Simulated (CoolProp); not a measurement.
Vapour-liquid equilibrium of R125 (1) + R245fa (2) at -59.35 °C; x and y are mole fractions of (1).

Values from CoolProp's multi-fluid Helmholtz-energy mixture model, Lemmon 2005 and Akasaka 2015; pair parameters Bell 2016.

```tsv
x	bubble pressure, mixture model (kPa)	bubble pressure, Raoult's law (kPa)	y, mixture model	y, Raoult's law
0.05	4.889	4.134	[?]	0.681
0.15	11.29	9.627	[?]	0.878
0.25	17.12	15.12	0.937	0.931
0.35	22.56	20.61	0.958	0.956
0.45	27.76	26.11	0.970	0.971
0.55	32.84	31.60	0.979	0.980
0.65	37.89	37.09	[?]	0.987
0.75	[?]	42.59	[?]	0.992
0.85	48.18	48.08	[?]	0.996
0.95	53.55	53.57	0.998	0.999
```

Q: What belongs in the gaps?

A: 
- 0.05, y, mixture model: 0.729
- 0.15, y, mixture model: 0.894
- 0.65, y, mixture model: 0.985
- 0.75, bubble pressure, mixture model (kPa): 42.98
- 0.75, y, mixture model: 0.990
- 0.85, y, mixture model: 0.995

The largest gap from Raoult's law is +18.3 % in bubble pressure, at x = 0.05. No azeotrope shows between x = 0.05 and 0.95.

The pair parameters rest on a limited set of measurements; away from them the model extrapolates.
